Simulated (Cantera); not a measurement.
Input (Python, Cantera) and output of one run.

```python
import numpy as np
import cantera as ct

gas_names = """
    C CO CO2 C2 C2O C3 C3O2 C4 C5 O O2 O3 Si SiC SiC2 SiO SiO2 Si2 Si2C Si3
""".split()
cond_names = """
    C(gr) Si(cr) Si(L) SiC(b) SiO2(Lqz) SiO2(hqz) SiO2(L)
""".split()


def load(file, names, dense=False):
    # The tables refer to 1 bar. Condensed volumes are neglected.
    table = {s.name: s for s in ct.Species.list_from_file(file)}
    out = []
    for n in names:
        d = dict(table[n].input_data)
        d["thermo"] = dict(d["thermo"], **{"reference-pressure": 1e5})
        if dense:
            d["equation-of-state"] = {"model": "constant-volume", "density": "1e6 g/cm^3"}
        out.append(ct.Species.from_dict(d))
    return out


gas = ct.Solution(thermo="ideal-gas", species=load("nasa_gas.yaml", gas_names))
cond = {s.name: ct.Solution(thermo="fixed-stoichiometry", species=[s], name=s.name)
        for s in load("nasa_condensed.yaml", cond_names, dense=True)}
atoms = {
    'Si': {'Si': 1},
    'CO2': {'C': 1, 'O': 2},
    'CO': {'C': 1, 'O': 1},
}
top_T = {'C(gr)': 4500, 'SiC(b)': 3050}  # K; cautious upper limits of use, not melting points


def equilibrate(T, P, feed):
    n = {}
    for name, mol in feed.items():
        for a, k in atoms[name].items():
            n[a] = n.get(a, 0.0) + k * mol
    gas.TPX = T, P, n
    mass = sum(n.values()) * gas.mean_molecular_weight
    gas.equilibrate("TP")
    valid = [c for c in cond.values() if c.min_temp <= T <= top_T.get(c.name, c.max_temp)]
    mix = ct.Mixture([(gas, mass / gas.mean_molecular_weight)] + [(c, 0.0) for c in valid])
    mix.T, mix.P = T, P
    mix.equilibrate("TP", solver="vcs", rtol=1e-11, max_steps=5000)
    return mix


results = []
feed = {'Si': 1, 'CO2': 2.1, 'CO': 67}  # mol
P = 2900000  # Pa
for T in [1073, 1173, 1273, 1373, 1473, 1573, 1673, 1773, 1873, 1973]:
    mix = equilibrate(T, P, feed)
    results.append((T, P, feed, dict(zip(mix.species_names, mix.species_moles))))
    x = sorted(zip(gas.X, gas.species_names), reverse=True)
    print(f"T = {T:g} K  P = {P:g} Pa  gas = {mix.phase_moles(0):.4g} mol")
    print("   x: " + "  ".join(f"{s} {v:.3e}" for v, s in x if v > 0.001))
    print("   condensed (mol): " + ("  ".join(f"{mix.phase(i).name} {mix.phase_moles(i):.4g}"
          for i in range(1, mix.n_phases) if mix.phase_moles(i) > 1e-12) or "none"))
```

Output:

```
T = 1073 K  P = 2.9e+06 Pa  gas = 42.91 mol
   x: CO2 6.127e-01  CO 3.873e-01
   condensed (mol): C(gr) 26.19  SiO2(hqz) 1
T = 1173 K  P = 2.9e+06 Pa  gas = 51.41 mol
   x: CO 6.540e-01  CO2 3.460e-01
   condensed (mol): C(gr) 17.69  SiO2(hqz) 1
T = 1273 K  P = 2.9e+06 Pa  gas = 60.15 mol
   x: CO 8.496e-01  CO2 1.504e-01
   condensed (mol): C(gr) 8.949  SiO2(hqz) 1
T = 1373 K  P = 2.9e+06 Pa  gas = 65.38 mol
   x: CO 9.416e-01  CO2 5.844e-02
   condensed (mol): C(gr) 3.721  SiO2(hqz) 1
T = 1473 K  P = 2.9e+06 Pa  gas = 67.62 mol
   x: CO 9.766e-01  CO2 2.341e-02
   condensed (mol): C(gr) 1.483  SiO2(hqz) 1
T = 1573 K  P = 2.9e+06 Pa  gas = 68.5 mol
   x: CO 9.898e-01  CO2 1.021e-02
   condensed (mol): C(gr) 0.5996  SiO2(hqz) 1
T = 1673 K  P = 2.9e+06 Pa  gas = 68.86 mol
   x: CO 9.951e-01  CO2 4.884e-03
   condensed (mol): C(gr) 0.2363  SiO2(hqz) 1
T = 1773 K  P = 2.9e+06 Pa  gas = 69.03 mol
   x: CO 9.975e-01  CO2 2.539e-03
   condensed (mol): C(gr) 0.0749  SiO2(L) 0.9997
T = 1873 K  P = 2.9e+06 Pa  gas = 69.1 mol
   x: CO 9.985e-01  CO2 1.495e-03
   condensed (mol): SiO2(L) 0.9967
T = 1973 K  P = 2.9e+06 Pa  gas = 69.11 mol
   x: CO 9.981e-01  CO2 1.664e-03
   condensed (mol): SiO2(L) 0.985
```

These are equilibrium values from Cantera (NASA tables, ideal gas, pure condensed phases), not measurements of a reactor. The tables hold silica as quartz up to 1696 K and as liquid above; real silica turns to tridymite and cristobalite and melts near 1996 K.
